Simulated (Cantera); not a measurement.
Feed: 1 mol BCl3, 0.5 mol O2, 95 mol H2, held at 1200 °C and 0.660 Torr.

These are equilibrium values from Cantera (NASA tables, ideal gas, pure condensed phases), not measurements of a reactor. Candidate condensed phases: B, B2O3, B3O3H3, H2O; 33 gas species. The tables' values for BOCl, BCl are old estimates; treat these amounts as uncertain. Kinetics and transport are ignored.

Base state: H2 0.959, HCl 0.0305, HBO 0.00846, B2O2 0.000598, H 0.000419, BOCl 0.000369, BO 0.000100, BCl 7.24e-5 (mole fractions); condensed: gas only.

Problem. What changes in the equilibrium state with this change: BCl3 replaced by B2O3?

Solution. 
| species | before | after |
|---|---|---|
| H2 | 0.959 | 0.977 |
| HBO2 | 4.62e-5 | 0.0150 |
| H2O | 2.42e-6 | 0.00384 |
| HCl | 0.0305 | 0 |
| BOCl | 0.000369 | 0 |
| BCl | 7.24e-5 | 0 |
| Cl | 1.08e-5 | 0 |
